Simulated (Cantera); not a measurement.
A perfectly stirred reactor is fed with 93.9 % NH3, 6.10 % N2, at 0.580 bar; it is held at 1575 K, and followed from long to short residence time.

Detailed kinetics in Cantera: the gas-phase N/H chemistry of the illustrative SiF4/NH3 mechanism in the Surface Chemkin manual (1991). Walls and surfaces, which speed up NH3 decomposition in real reactors, are not modelled.

x: mole fraction; the columns are a selection and need not sum to one.

```json
[
 {"τ (s)": "2.7", "x NH3": "0.765", "x N2H4": "1.23e-7", "x NH2": "7.39e-5", "x H2": "0.134", "x H": "5.56e-6", "x N2H2": "(withheld)"},
 {"τ (s)": "0.96", "x NH3": "0.866", "x N2H4": "1.50e-7", "x NH2": "8.15e-5", "x H2": "0.0566", "x H": "2.29e-6", "x N2H2": "(withheld)"},
 {"τ (s)": "0.34", "x NH3": "0.911", "x N2H4": "1.64e-7", "x NH2": "8.53e-5", "x H2": "0.0214", "x H": "8.65e-7", "x N2H2": "6.79e-7"},
 {"τ (s)": "0.12", "x NH3": "0.929", "x N2H4": "1.70e-7", "x NH2": "8.67e-5", "x H2": "0.00766", "x H": "3.16e-7", "x N2H2": "6.99e-7"},
 {"τ (s)": "0.041", "x NH3": "0.936", "x N2H4": "1.67e-7", "x NH2": "8.60e-5", "x H2": "0.00257", "x H": "1.11e-7", "x N2H2": "6.84e-7"},
 {"τ (s)": "0.014", "x NH3": "0.938", "x N2H4": "1.51e-7", "x NH2": "8.18e-5", "x H2": "0.000811", "x H": "3.98e-8", "x N2H2": "(withheld)"},
 {"τ (s)": "0.0050", "x NH3": "0.939", "x N2H4": "1.11e-7", "x NH2": "7.02e-5", "x H2": "0.000234", "x H": "1.55e-8", "x N2H2": "(withheld)"},
 {"τ (s)": "0.0018", "x NH3": "0.939", "x N2H4": "4.73e-8", "x NH2": "4.58e-5", "x H2": "5.22e-5", "x H": "6.51e-9", "x N2H2": "(withheld)"}
]
```

### Question
What belongs in the gaps?

### Answer

- 2.7, x N2H2: 4.73e-7
- 0.96, x N2H2: 6.11e-7
- 0.014, x N2H2: 6.15e-7
- 0.0050, x N2H2: 4.50e-7
- 0.0018, x N2H2: 1.88e-7
